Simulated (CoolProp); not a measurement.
Water along the isotherm 317.35 °C: Z from the reference equation and from simpler models built on Tc = 373.9 °C, pc = 22060 kPa, ω = 0.344; each cubic takes its own stable root.

Values from CoolProp's reference Helmholtz-energy equation of state, Wagner 2002.

| p (kPa) | phase | reference |
|---|---|---|
| 174 | gas | 0.9963 |
| 331 | gas | 0.9929 |
| 627 | gas | 0.9864 |
| 1190 | gas | 0.9738 |
| 2250 | gas | 0.9489 |
| 4270 | gas | 0.8970 |
| 8100 | gas | 0.7751 |
| 15300 | liquid | 0.08178 |
| 29100 | liquid | 0.1489 |
| 55200 | liquid | 0.2676 |

Task: How far does each simpler model (Redlich-Kwong, Soave-Redlich-Kwong) lie from the reference over these 10 states: mean and median of the absolute difference, and the worst?

Result: 
- Redlich-Kwong: mean 16.3 %, median 0.9 %, worst +57.9 % at 317.35 °C and 15300 kPa
- Soave-Redlich-Kwong: mean 13.9 %, median 0.4 %, worst +47.2 % at 317.35 °C and 15300 kPa
